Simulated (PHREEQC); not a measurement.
A solution holds 67 mmol/kgw NaOH, 9.8 mmol/kgw CO2 and 110 mmol/kgw Na2CO3, at 25 °C. Closed to the air; pH follows from the charge balance.

All values are PHREEQC results (ion-association model, phreeqc.dat), not measurements.

Precipitation was switched off in this run.

Problem. Order these C species by the share of C that they hold, largest first: HCO3-, NaCO3-, CO3-2.

Solution. NaCO3- (53 %), CO3-2 (46 %), HCO3- (0.12 %)

The pH is 12.51 and the ionic strength 0.279 mol/kgw.
